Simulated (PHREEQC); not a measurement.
Make-up at 60 °C: 0.0072 mol/kgw HF, 0.034 mol/kgw NH4F and 0.002 mol/kgw (NH4)2SiF6. Closed to the air; pH follows from the charge balance.

All values are PHREEQC results (ion-association model, phreeqc.dat), not measurements.

No solid was allowed to form.

Question: Order these F species by the share of F that they hold, largest first: SiF6-2, HF2-, HF, F-.

Answer: F- (62 %), SiF6-2 (23 %), HF (12 %), HF2- (3.4 %)

The pH is 4.10 and the ionic strength 0.0401 mol/kgw. Constants without temperature data keep their 25 °C values here. SiF6-2 is the database's only silicon fluoride.
